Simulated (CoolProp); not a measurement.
n-pentane along the isobar 4.78 bar: density (kg/m³) from the reference equation and from simpler models built on Tc = 196.5 °C, pc = 33.68 bar, ω = 0.251; each cubic takes its own stable root.

Values from CoolProp's reference Helmholtz-energy equation of state, Thol 2019.

```
T (°C)  phase  reference
------  -----  ---------
123.85    gas      11.52
142.45    gas      10.83
161.05    gas      10.24
179.65    gas      9.718
198.25    gas      9.259
216.75    gas      8.850
235.35    gas      8.478
253.95    gas      8.140
272.55    gas      7.831
291.15    gas      7.546
309.65    gas      7.284
328.25    gas      7.040
346.85    gas      6.813
```

**Question.** How far does each simpler model (van der Waals, Redlich-Kwong) lie from the reference over these 13 states: mean and median of the absolute difference, and the worst?

**Answer.** 
- van der Waals: mean 0.7 %, median 0.3 %, worst -2.8 % at 123.85 °C and 4.78 bar
- Redlich-Kwong: mean 0.3 %, median 0.3 %, worst -1.1 % at 123.85 °C and 4.78 bar
